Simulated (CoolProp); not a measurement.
Vapour-liquid equilibrium of cyclohexane (1) + n-octane (2) at 407.2 K; x and y are mole fractions of (1).

Computed with CoolProp (multi-fluid Helmholtz-energy mixture model, Zhou 2014 and Beckmüller 2019; pair parameters Bell 2016).

```
x     bubble pressure (bar)  y at the bubble point  dew pressure at overall composition x (bar)  liquid density (mol/L)
----  ---------------------  ---------------------  -------------------------------------------  ----------------------
0.05                  1.398                  0.129                                        1.318                   5.370
0.15                  1.653                  0.333                                        1.420                   5.559
0.25                  1.914                  0.486                                        1.539                   5.761
0.35                  2.179                  0.604                                        1.679                   5.977
0.45                  2.447                  0.698                                        1.847                   6.209
0.55                  2.717                  0.775                                        2.050                   6.458
0.65                  2.990                  0.839                                        2.304                   6.728
0.75                  3.264                  0.893                                        2.625                   7.020
0.85                  3.542                  0.940                                        3.044                   7.338
0.95                  3.822                  0.981                                        3.607                   7.685
```

No azeotrope shows between x = 0.05 and 0.95.

The pair parameters rest on a limited set of measurements; away from them the model extrapolates.
